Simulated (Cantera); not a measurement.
# Hydrocarbon pyrolysis for carbon deposition

A perfectly stirred reactor is fed with CH4 : N2 = 1 : 3 (molar parts), at 750 Torr; it is held at 1598 K, and followed from long to short residence time.

Model: GRI-Mech 3.0 (53 species, 325 reactions), integrated in Cantera. GRI-Mech 3.0 stops at C3 and has no aromatics, soot or wall deposition, so with more carbon than oxygen in the feed, carbon stays in small species such as C2H2 where larger ones or solid carbon would form.

```tsv
τ (s)	x CH4	x CH2	x C2H2	x H2	x C2H6	x C2H4
6.7	0.0243	4.24e-9	0.0878	0.269	6.80e-6	0.00269
2.3	0.0374	5.99e-9	0.0828	0.253	1.36e-5	0.00246
0.76	0.0624	9.05e-9	0.0730	0.223	3.42e-5	0.00214
0.25	0.102	1.38e-8	0.0575	0.176	8.98e-5	0.00195
0.085	0.148	2.04e-8	0.0385	0.120	0.000209	0.00229
0.029	0.191	2.91e-8	0.0203	0.0679	0.000412	0.00324
0.0096	0.222	3.78e-8	0.00702	0.0294	0.000656	0.00373
0.0032	0.240	3.66e-8	0.00116	0.00879	0.000681	0.00220
```
x: mole fraction; the columns are a selection and need not sum to one.
